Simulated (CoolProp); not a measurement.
A Linde-Hampson liquefier for ethylene: isothermal reversible compression at 290 K from 1 atm to 5 MPa, throttling to 1 atm, return gas leaving the recuperator 2 K below the feed. Each further row changes one setting.

Values from CoolProp's reference Helmholtz-energy equation of state, Smukala 2000.

```csv
case,liquid yield per pass,compression work (kJ/kg of gas)
as stated,___,305
high pressure 10 MPa,___,___
warm-end temperature 320 K,___,347
warm-end gap 7 K,0.187,305
```

Problem. What belongs in the gaps?

Solution. 
- as stated, liquid yield per pass: 0.196
- high pressure 10 MPa, liquid yield per pass: 0.479
- high pressure 10 MPa, compression work (kJ/kg of gas): 325
- warm-end temperature 320 K, liquid yield per pass: 0.117
